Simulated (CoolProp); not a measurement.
The fluid at 396.17 K and 2.67 MPa flows at 0.36 m/s in a round tube of 12.7 mm bore and 0.25 µm roughness, fully developed (64/Re and Nu = 3.66 if laminar; Colebrook and Gnielinski if turbulent). The same conditions are run with several fluids, on thermodynamics alone (safety and materials aside).

Values from CoolProp's reference Helmholtz-energy equation of state of each fluid (methane: Setzmann 1991; R13: Platzer 1990; R134a: Tillner-Roth 1994; R125: Lemmon 2005; CH2F2 (R32): Tillner-Roth 1997). The equations of Platzer and Polt are older, rougher fits.

```csv
fluid,Reynolds number,Darcy friction factor,pressure drop (Pa/m),heat-transfer coefficient (W/(m² K)),mass flow (kg/h)
methane,4160,0.0395,___,54.9,2.16
R13,21800,0.0254,12.1,94.0,15.3
R134a,28700,0.0238,___,142,17.3
R125,28600,0.0238,___,___,18.9
CH2F2 (R32),12300,___,7.18,76.5,___
```

Fill in the missing entries.


- methane, pressure drop (Pa/m): 2.65
- R134a, pressure drop (Pa/m): 12.8
- R125, pressure drop (Pa/m): 14.0
- R125, heat-transfer coefficient (W/(m² K)): 137
- CH2F2 (R32), Darcy friction factor: 0.0293
- CH2F2 (R32), mass flow (kg/h): 7.88

Transport values come from each fluid's own correlations; those of R13, R134a, CH2F2 (R32) are estimates that may be off by 10 % or more.
